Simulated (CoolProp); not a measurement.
Computed with CoolProp (reference Helmholtz-energy equation of state, Schmidt 1985).

**Question.** Give the vapour pressure (MPa), liquid density (kg/m³), enthalpy of vaporisation (kJ/kg), surface tension (mN/m) of saturated oxygen at 125.7 K.

**Answer.** 
| T (K) | p (MPa) | liquid density (kg/m³) | enthalpy of vaporisation (kJ/kg) | surface tension (mN/m) |
|---|---|---|---|---|
| 125.7 | 1.40 | 935 | 163 | 4.92 |

Surface tension comes from a separate correlation (Mulero 2012).
